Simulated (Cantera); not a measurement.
A perfectly stirred reactor is fed with 74.1 % CH4, 25.9 % H2O, at 1.01 bar; it is held at 1898 K, and followed from long to short residence time.

Cantera simulation using GRI-Mech 3.0 (53 species, 325 reactions); the numbers are that mechanism's predictions, not measurements. GRI-Mech 3.0 stops at C3 and has no aromatics, soot or wall deposition, so with more carbon than oxygen in the feed, carbon stays in small species such as C2H2 where larger ones or solid carbon would form.

### Question
Predict: x(CH4) at τ = 0.850 s; x(H2O) at τ = 0.850 s; x(HCO) at τ = 0.850 s; x(C2H) at τ = 0.850 s; x(CH4) at τ = 50.0 ms; x(H2O) at τ = 50.0 ms; x(HCO) at τ = 50.0 ms; x(C2H) at τ = 50.0 ms.

### Answer
```json
{
  "x(CH4) at τ = 0.850 s": "0.0133",
  "x(H2O) at τ = 0.850 s": "0.00991",
  "x(HCO) at τ = 0.850 s": "3.78e-8",
  "x(C2H) at τ = 0.850 s": "1.42e-6",
  "x(CH4) at τ = 50.0 ms": "0.0444",
  "x(H2O) at τ = 50.0 ms": "0.0732",
  "x(HCO) at τ = 50.0 ms": "2.81e-8",
  "x(C2H) at τ = 50.0 ms": "1.76e-6"
}
```
